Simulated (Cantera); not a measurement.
**Premixed flame**

A freely propagating, adiabatic, planar premixed flame of 17.0 % H2, 13.5 % O2, 50.7 % N2, 18.7 % H2O, unburnt at 698 K and 100.0 Torr; mixture-averaged transport, grid criteria slope 0.08 and curve 0.16, no radiation.

Cantera simulation using the H2/O2 subset of GRI-Mech 3.0, which has no nitrogen chemistry; the numbers are that mechanism's predictions, not measurements. Burning velocities carry a grid error of a few per cent, more on coarse grids. Lean hydrogen flames are cellular in practice and burn faster than this planar one.

| z (mm) | T (K) | u (m/s) | x H2 | x O2 | x H2O | x OH | x O | x H |
|---|---|---|---|---|---|---|---|---|
| -18.1 | 698 | 5.05 | 0.170 | 0.135 | 0.187 | <1e-8 | <1e-8 | <1e-8 |
| -12.1 | 698 | 5.05 | 0.170 | 0.135 | 0.187 | <1e-8 | <1e-8 | <1e-8 |
| -9.06 | 698 | 5.05 | 0.170 | 0.135 | 0.187 | <1e-8 | <1e-8 | <1e-8 |
| -6.04 | 698 | 5.05 | 0.170 | 0.135 | 0.187 | <1e-8 | 1.56e-8 | 3.09e-7 |
| -3.02 | 707 | 5.10 | 0.167 | 0.135 | 0.189 | 2.69e-5 | 1.21e-5 | 0.000211 |
| -1.51 | 801 | 5.72 | 0.148 | 0.132 | 0.201 | 0.000299 | 0.000263 | 0.00349 |
| 0 | 1066 | 7.45 | 0.0830 | 0.107 | 0.259 | 0.00199 | 0.00360 | 0.0209 |
| 1.51 | 1283 | 8.86 | 0.0314 | 0.0743 | 0.319 | 0.00584 | 0.00815 | 0.0302 |
| 3.02 | 1393 | 9.56 | 0.0224 | 0.0661 | 0.335 | 0.00787 | 0.00858 | 0.0256 |
| 6.04 | 1509 | 10.3 | 0.0193 | 0.0625 | 0.345 | 0.00934 | 0.00740 | 0.0175 |
| 12.1 | 1621 | 11.0 | 0.0154 | 0.0595 | 0.356 | 0.01000 | 0.00559 | 0.0103 |
| 24.2 | 1716 | 11.5 | 0.0107 | 0.0572 | 0.366 | 0.00954 | 0.00369 | 0.00516 |
| 48.3 | 1789 | 11.9 | 0.00629 | 0.0556 | 0.376 | 0.00803 | 0.00208 | 0.00208 |
x: mole fraction of selected species; z is measured from the peak of heat release.

```yaml
laminar_burning_velocity: 505 cm/s
thermal_thickness: 6.04 mm
peak x(OH): 0.0100
peak x(O): 0.00868
peak x(H): 0.0304
grid_points: 124
```
